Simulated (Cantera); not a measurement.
Feed: 1 mol Fe(CO)5, 0.05 mol O2, 71 mol N2, 0.056 mol CO, equilibrated at 1298 K and 90.0 Torr.

Cantera equilibrium calculation (NASA polynomials, part measured and part estimated; ideal gas, pure solids and liquids). Candidate condensed phases: C, Fe, Fe(CO)5, FeO, Fe2O3, Fe3O4; 27 gas species. Rates play no part.

Base state: N2 0.934, CO 0.0652, CO2 0.00131 (mole fractions); condensed: Fe(γ).

Question: What changes in the equilibrium state with this change: Fe(CO)5 replaced by Pb?

Answer: 
```tsv
species	before	after
N2	0.934	0.985
Pb	0	0.0133
CO2	0.00131	0.000775
CO	0.0652	2.41e-6
PbO	0	0.000613
Fe(γ), mol	1.000	0
```
Further candidate phases: Pb, PbO, PbO2, Pb3O4.
